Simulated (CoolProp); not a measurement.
Saturated liquid density (kg/m³) of carbon monoxide: the reference equation beside estimates from Tc = -140.3 °C, pc = 3498 kPa, ω = 0.050. Rackett uses Z = 0.29056 − 0.08775 ω.

Model: reference Helmholtz-energy equation of state, Lemmon 2006, in CoolProp. It is a short technical equation, of lower accuracy than the large ones.

```json
[
 {"T (°C)": "-173.45", "reference": "707.0", "Rackett": "719.0", "Soave-Redlich-Kwong": "692.4"},
 {"T (°C)": "-171.15", "reference": "694.6", "Rackett": "706.8", "Soave-Redlich-Kwong": "677.4"},
 {"T (°C)": "-168.85", "reference": "681.7", "Rackett": "694.2", "Soave-Redlich-Kwong": "661.7"},
 {"T (°C)": "-166.55", "reference": "668.3", "Rackett": "681.0", "Soave-Redlich-Kwong": "645.2"},
 {"T (°C)": "-164.15", "reference": "653.7", "Rackett": "666.7", "Soave-Redlich-Kwong": "627.1"},
 {"T (°C)": "-161.85", "reference": "639.0", "Rackett": "652.3", "Soave-Redlich-Kwong": "608.7"},
 {"T (°C)": "-159.55", "reference": "623.5", "Rackett": "637.1", "Soave-Redlich-Kwong": "589.3"},
 {"T (°C)": "-157.25", "reference": "607.1", "Rackett": "620.9", "Soave-Redlich-Kwong": "568.5"},
 {"T (°C)": "-154.95", "reference": "589.4", "Rackett": "603.5", "Soave-Redlich-Kwong": "546.2"},
 {"T (°C)": "-152.55", "reference": "569.4", "Rackett": "583.8", "Soave-Redlich-Kwong": "521.0"},
 {"T (°C)": "-150.25", "reference": "548.2", "Rackett": "562.9", "Soave-Redlich-Kwong": "494.4"},
 {"T (°C)": "-147.95", "reference": "524.3", "Rackett": "539.1", "Soave-Redlich-Kwong": "464.7"},
 {"T (°C)": "-145.65", "reference": "496.1", "Rackett": "511.0", "Soave-Redlich-Kwong": "430.3"}
]
```

Absolute difference from the reference over all 13 rows, mean and median: Rackett 2.2 and 2.2 %, Soave-Redlich-Kwong 6.3 and 5.5 %.
